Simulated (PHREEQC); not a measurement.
Synthetic water in mg/L, 25 °C, pH 5.6, pe 9.1: Na 0.899; K 0.0839; Ca 1.23; Mg 0.442; Cl 2.09; S(6) as SO4 1.46; Alkalinity as HCO3 2.8; O(0) (dissolved oxygen) 0.0624; Pb 0.0351; Br 0.0223; Li 0.000195; N(5) as NO3 0.00516.

Na is adjusted to close the charge balance.
Valence states are taken as typed.

Equilibrium calculation in PHREEQC: ion-association model, phreeqc.dat.

```
Property                   Value
--------------  ----------------
ionic strength  0.000202 mol/kgw
```

| species | molality | activity | log γ |
|---|---|---|---|
| CO2 | 0.000269 | 0.000269 | 0.000 |
| Cl- | 5.90e-5 | 5.80e-5 | -0.007 |
| HCO3- | 4.84e-5 | 4.76e-5 | -0.007 |
| Na+ | 3.53e-5 | 3.48e-5 | -0.007 |
| Ca+2 | 3.06e-5 | 2.87e-5 | -0.028 |
| Mg+2 | 1.81e-5 | 1.70e-5 | -0.028 |
| SO4-2 | 1.51e-5 | 1.41e-5 | -0.028 |
| H+ | 2.55e-6 | 2.51e-6 | -0.007 |
| K+ | 2.14e-6 | 2.11e-6 | -0.007 |
| O2 | 1.95e-6 | 1.95e-6 | 0.000 |
| Br- | 2.79e-7 | 2.74e-7 | -0.007 |
| Pb+2 | 1.59e-7 | 1.49e-7 | -0.028 |
| NO3- | 8.32e-8 | 8.19e-8 | -0.007 |
| CaSO4 | 7.19e-8 | 7.20e-8 | 0.000 |
| MgSO4 | 5.62e-8 | 5.62e-8 | 0.000 |

Precipitation was switched off in this run. Species that the database lacks are ignored.
